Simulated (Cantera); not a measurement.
Feed: 1 mol SiCl4, 2.9 mol Cl2, 2.6 mol H2, held at 1177 °C and 100000 Pa.

These are equilibrium values from Cantera (NASA tables, ideal gas, pure condensed phases), not measurements of a reactor. Candidate condensed phases: Si; 19 gas species. The tables' values for SiCl3 are old estimates; treat these amounts as uncertain. Equilibrium is a limit: real reactors are often held back by kinetics, nucleation or transport.

Base state: HCl 0.797, SiCl4 0.153, Cl2 0.0418, Cl 0.00843, SiCl3 1.10e-5 (mole fractions); condensed: gas only.

What changes in the equilibrium state with this change: temperature from 1177 °C to 1252 °C?


| species | before | after |
|---|---|---|
| HCl | 0.797 | 0.795 |
| SiCl4 | 0.153 | 0.153 |
| Cl2 | 0.0418 | 0.0390 |
| Cl | 0.00843 | 0.0136 |
| SiCl3 | 1.10e-5 | 3.37e-5 |
